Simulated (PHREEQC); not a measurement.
0.064 g of hydrous ferric oxide (600 m²/g; 0.2 weak and 0.005 strong sites per Fe, Dzombak-Morel constants, diffuse double layer) in 1 kg of water with 0.005 mol/kgw of an inert sodium salt and 0.0012 mmol/kgw ZnSO4, at 25 °C; the pH is set by adding NaOH or the inert anion's acid. Oxygen is held at 0.21 atm. CO2 from the air is kept out. Precipitation was switched off in this run.

Base run: PHREEQC, ion-association model, wateq4f.dat. Each further column changes one thing. The table gives Zn sorbed (%).

| pH | base | no electrostatic term (-no_edl) | background salt from 0.005 to 0.0005 mol/kgw | oxide from 0.064 to 0.32 g/kgw | 0.00014 mol/kgw SrCl2 added |
|---|---|---|---|---|---|
| 4 | 0.0 | 0.0 | 0.0 | 0.0 | 0.0 |
| 4.67 | 0.1 | 0.3 | 0.1 | 0.5 | 0.1 |
| 5.33 | 1.5 | 5.8 | 1.3 | 7.0 | 1.5 |
| 6.67 | 76.9 | 94.6 | 77.8 | 95.4 | 76.5 |
| 7.33 | 98.2 | 99.5 | 98.4 | 99.7 | 97.7 |
| 8 | 99.9 | 99.9 | 99.9 | 100.0 | 99.6 |
| 8.67 | 100.0 | 99.9 | 100.0 | 100.0 | 99.7 |
| 9.33 | 100.0 | 99.6 | 100.0 | 100.0 | 99.5 |
| 10.67 | 100.0 | 45.2 | 100.0 | 100.0 | 69.7 |
| 11.33 | 99.9 | 2.9 | 100.0 | 100.0 | 17.0 |
| 12 | 99.2 | 0.1 | 99.4 | 99.9 | 1.2 |
